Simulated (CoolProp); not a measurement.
A single-stage vapour-compression cycle with R123: evaporating at 271.15 K (dew point), condensing at 336.15 K (bubble point), superheat 8 K, subcooling 0 K, compressor efficiency 0.9, no pressure losses. Each further row changes one setting.

Values from CoolProp's reference Helmholtz-energy equation of state, Younglove 1994. It is a modified Benedict-Webb-Rubin equation, recast in Helmholtz form.

| case | cooling COP | pressure ratio | discharge temperature (K) | refrigerating effect (kJ/kg) | volumetric capacity (kJ/m³) |
|---|---|---|---|---|---|
| as stated | 2.87 | 10.5 | 346.8 | 121 | 240 |
| evaporating temperature 276.15 K | 3.25 | 8.33 | ___ | 124 | 305 |
| condensing temperature 331.15 K | ___ | 9.06 | 342.3 | 126 | 251 |
| subcooling 5 K | ___ | 10.5 | 346.8 | 126 | 251 |
| superheat 18 K | 2.92 | 10.5 | 357.4 | ___ | 244 |
| compressor efficiency 0.8 | 2.56 | 10.5 | 353.5 | 121 | 240 |

### Question
Complete the blanks.

### Answer

- evaporating temperature 276.15 K, discharge temperature (K): 345.7
- condensing temperature 331.15 K, cooling COP: 3.21
- subcooling 5 K, cooling COP: 3.00
- superheat 18 K, refrigerating effect (kJ/kg): 127
